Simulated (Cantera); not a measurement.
Input: 1 mol trisilylamine, 72 mol N2, at 1898 K and 1.00 bar.

Equilibrium computed with Cantera from the NASA thermochemical tables; the gas is ideal and each condensed phase is pure. Candidate condensed phases: Si, Si3N4; 18 gas species. The feed counts by its element totals alone. Kinetics and transport are ignored.

Base state: N2 0.940, H2 0.0599, H 0.000191 (mole fractions); condensed: Si3N4(s).

What changes in the equilibrium state with this change: pressure from 1.00 bar to 16.0 mbar?


```csv
species,before,after
N2,0.940,0.940
H2,0.0599,0.0576
H,0.000191,0.00148
Si,1.50e-6,0.000768
Si2N,8.64e-8,4.59e-5
SiN,4.89e-7,3.17e-5
SiH,3.20e-7,2.03e-5
"Si3N4(s), mol",1.000,0
"Si(l), mol",0,2.93
```
The tables' values for SiN are old estimates; treat these amounts as uncertain.
